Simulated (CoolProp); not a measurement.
Vinyl chloride at 425 K and 1.34 MPa is throttled through a valve to 0.539 MPa with no heat exchange. Each further row changes one setting.

The numbers come from the reference Helmholtz-energy equation of state, Thol 2022 in CoolProp.

```
case                       temperature change (K)  final density (kg/m³)
-------------------------  ----------------------  ---------------------
as stated                                    -8.6                   10.1
outlet pressure 0.162 MPa                   -12.6                   2.98
outlet pressure 0.701 MPa                    -6.9                   13.2
```
